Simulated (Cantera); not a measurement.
A perfectly stirred reactor is fed with 86.2 % NH3, 13.8 % H2, at 1.78 atm; it is held at 1675 K, and followed from long to short residence time.

Model: the gas-phase N/H chemistry of the illustrative SiF4/NH3 mechanism in the Surface Chemkin manual (1991), integrated in Cantera. Walls and surfaces, which speed up NH3 decomposition in real reactors, are not modelled.

x: mole fraction; the columns are a selection and need not sum to one.

```csv
τ (s),x NH3,x H2,x N,x N2H2,x N2H4,x NH2,x N2
0.57,0.593,0.334,1.26e-8,4.24e-7,2.55e-7,0.000113,0.0721
0.29,(withheld),(withheld),1.28e-8,(withheld),(withheld),0.000128,(withheld)
0.14,0.765,0.209,1.26e-8,7.11e-7,3.84e-7,0.000139,0.0261
0.072,0.808,(withheld),1.23e-8,7.98e-7,4.19e-7,0.000145,(withheld)
0.036,0.834,0.159,1.20e-8,8.50e-7,4.39e-7,0.000148,0.00757
0.018,0.848,0.148,1.17e-8,8.74e-7,4.48e-7,0.000150,0.00384
0.0092,0.855,0.143,1.13e-8,8.75e-7,4.47e-7,0.000149,0.00195
```

**Question.** Some entries are withheld; supply them.

**Answer.** 
- 0.29, x NH3: 0.690
- 0.29, x H2: 0.264
- 0.29, x N2H2: 5.74e-7
- 0.29, x N2H4: 3.25e-7
- 0.29, x N2: 0.0462
- 0.072, x H2: 0.178
- 0.072, x N2: 0.0145
